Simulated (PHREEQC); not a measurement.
Make-up at 25 °C: 0.13 mol HF, 0.00014 mol NH4HF2, 0.0001 mol H4SiO4 and 5.6e-05 mol HCl per kg of water. Closed to the air; pH follows from the charge balance.

Computed with PHREEQC (ion-association model, phreeqc.dat).

```
Property                  Result
----------------  --------------
pH                          1.97
ionic strength    0.0120 mol/kgw
total alkalinity     -130 meq/kg
```

```
species  molality  activity   log γ
-------  --------  --------  ------
HF          0.115     0.115   0.001
H+         0.0117    0.0106  -0.042
F-        0.00807   0.00720  -0.050
HF2-      0.00354   0.00317  -0.048
NH4+     0.000140  0.000124  -0.051
SiF6-2   0.000100   6.47e-5  -0.189
Cl-       5.60e-5   5.00e-5  -0.049
```

No solid was allowed to form. Species that the database lacks are ignored. SiF6-2 is the database's only silicon fluoride.
